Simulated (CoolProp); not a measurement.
A Linde-Hampson liquefier for ethane: isothermal reversible compression at 320 K from 1 atm to 15 MPa, throttling to 1 atm, return gas leaving the recuperator 0 K below the feed. Each further row changes one setting.

Values from CoolProp's reference Helmholtz-energy equation of state, Bücker 2006.

```
case                        liquid yield per pass  compression work (kJ/kg of gas)
--------------------------  ---------------------  -------------------------------
as stated                                   0.457                              353
high pressure 30 MPa                        0.467                              390
warm-end temperature 350 K                  0.359                              414
warm-end gap 5 K                            0.450                              353
```
